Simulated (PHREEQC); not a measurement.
1 kg of water holding 0.13 mol KHCO3 and 0.5 mol KCl is evaporated at 25 °C; the solids stay in contact with the brine. No CO2 enters from the air. Solids allowed: Kalicinite, Sylvite. Others were left out.

The series has 28 steps of water left (kg), from 1 to 0.004978.

Model: Pitzer model, pitzer.dat, run in PHREEQC.

### Question
Which solids form, in which order, and at which step of the series does each first stand?

### Answer
Sylvite from water left = 0.1156 kg (pH 7.66); Kalicinite from water left = 0.06417 kg (pH 7.64).
